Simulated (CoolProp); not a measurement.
Vapour-liquid equilibrium of methanol (1) + benzene (2) at 424.5 K; x and y are mole fractions of (1).

Values from CoolProp's multi-fluid Helmholtz-energy mixture model, de Reuck 1993 and Thol 2012; pair parameters Bell 2016.

Task: Give the bubble pressure and the first vapour's composition at x = 0.35, 0.5, 0.575. Is there an azeotrope?

Result: x = 0.35: 1.259 MPa, y = 0.577; x = 0.5: 1.352 MPa, y = 0.645; x = 0.575: 1.387 MPa, y = 0.679. y crosses x between x = 0.8 and 0.875: the model has an azeotrope there.

The pair parameters rest on a limited set of measurements; away from them the model extrapolates.
